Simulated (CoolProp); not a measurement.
A closed Brayton cycle with nitrogen: compressor inlet 328.15 K and 4.3 MPa, high pressure 14.4 MPa, turbine inlet 675 K, compressor efficiency 0.8, turbine efficiency 0.9, recuperator effectiveness 0.95 (on enthalpy, no pinch check). Each further row changes one setting.

Model: reference Helmholtz-energy equation of state, Span 2000, in CoolProp.

| case | thermal efficiency (%) | net work (kJ/kg) | compressor to turbine work | compressor exit (K) | turbine exit (K) |
|---|---|---|---|---|---|
| as stated | 5.3 | 10.4 | 0.95 | 498.4 | 501.1 |
| turbine inlet 625 K | -3.0 | -4.17 | 1.0 | 498.4 | 462.5 |
| compressor inlet 338.15 K | 2.6 | 4.62 | 0.98 | 513.3 | 501.1 |
| high pressure 12.2 MPa | 9.6 | 16.7 | 0.90 | 471.5 | 522.0 |
| recuperator effectiveness 0.5 | 5.3 | 10.4 | 0.95 | 498.4 | 501.1 |
